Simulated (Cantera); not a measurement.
# Ignition delay

Mixture: 4.09 % C3H8, 15.7 % O2, 80.2 % N2, at 0.380 bar, adiabatic and at constant volume. Ignition delay is the time to a rise of 400 K.

Cantera simulation using GRI-Mech 3.0 (53 species, 325 reactions); the numbers are that mechanism's predictions, not measurements. GRI-Mech 3.0 was tuned for natural gas; its chemistry of propane as a main component is partial and can be far from experiment.

| T0 (K) | delay (ms) |
|---|---|
| 1150 | 31.8 |
| 1225 | 6.65 |
| 1300 | 1.79 |
| 1375 | 0.617 |
| 1450 | 0.263 |
| 1525 | 0.134 |

```json
{
 "apparent activation energy between 1375 and 1525 K": "180 kJ/mol"
}
```
